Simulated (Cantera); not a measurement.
What does this Cantera script print?

```python
import numpy as np
import cantera as ct

gas_names = """
    CL CL2 Fe FeCL FeCL2 FeCL3 Fe2CL4 Fe2CL6 H HCL H2 N NH NH2 NH3 N2 N2H2 N2H4
""".split()
cond_names = """
    Fe(a) Fe(c) Fe(d) Fe(L) FeCL2(s) FeCL2(L) FeCL3(s) FeCL3(L) NH4CL(a) NH4CL(b)
""".split()


# ... load() reads the species with a 1 bar reference pressure and builds the phases ...
atoms = {
    'FeCl3': {'Fe': 1, 'CL': 3},
    'HCl': {'H': 1, 'CL': 1},
    'N2': {'N': 2},
}
top_T = {}  # K; cautious upper limits of use, not melting points


# ... equilibrate(T, P, feed) seeds the gas with the atoms and calls Mixture.equilibrate('TP', solver="vcs", rtol=1e-11, max_steps=5000) ...
results = []
T = 1175  # K
P = 520  # Pa
for m in [0.21, 0.34, 0.53, 0.84, 1.3, 2.1, 3.3, 5.3, 8.4, 13, 21, 33]:
    feed = {'FeCl3': 1, 'HCl': 0.91, 'N2': m}  # mol
    mix = equilibrate(T, P, feed)
    results.append((T, P, feed, dict(zip(mix.species_names, mix.species_moles))))

top = {s: max(r[3][s] / sum(r[3][g] for g in gas_names) for r in results) for s in gas_names}
cols = sorted((s for s in top if top[s] > 1e-05), key=lambda s: -top[s])[:6]
seen = [c for c in cond_names if any(r[3].get(c, 0) > 1e-12 for r in results)]
print("log10 of partial pressures in bar; condensed amounts in mol")
print(f"{'n(N2)':>10s}" + "".join(f"{s[:9]:>10s}" for s in cols + seen))
for T, P, feed, n in results:
    ng = sum(n[g] for g in gas_names)
    print(f"{feed['N2']:10.4g}" + "".join(f"{np.log10(max(n[s] / ng * P / 1e5, 1e-99)):10.3f}" for s in cols)
          + "".join(f"{n.get(c, 0):10.4g}" for c in seen))
```

Output:

```
log10 of partial pressures in bar; condensed amounts in mol
     n(N2)        N2       HCL     FeCL2     FeCL3       CL2        CL
      0.21    -3.342    -2.706    -2.943    -2.991    -3.276    -4.079
      0.34    -3.157    -2.729    -2.962    -3.020    -3.296    -4.089
      0.53    -2.996    -2.761    -2.988    -3.059    -3.322    -4.102
      0.84    -2.844    -2.809    -3.026    -3.118    -3.363    -4.123
       1.3    -2.716    -2.871    -3.077    -3.195    -3.415    -4.149
       2.1    -2.598    -2.962    -3.151    -3.307    -3.493    -4.188
       3.3    -2.510    -3.069    -3.240    -3.443    -3.586    -4.234
       5.3    -2.439    -3.204    -3.352    -3.616    -3.706    -4.294
       8.4    -2.389    -3.354    -3.480    -3.811    -3.842    -4.362
        13    -2.355    -3.510    -3.614    -4.017    -3.986    -4.434
        21    -2.330    -3.693    -3.774    -4.265    -4.161    -4.522
        33    -2.314    -3.874    -3.934    -4.514    -4.338    -4.610
```

Cantera equilibrium calculation (NASA polynomials, part measured and part estimated; ideal gas, pure solids and liquids).
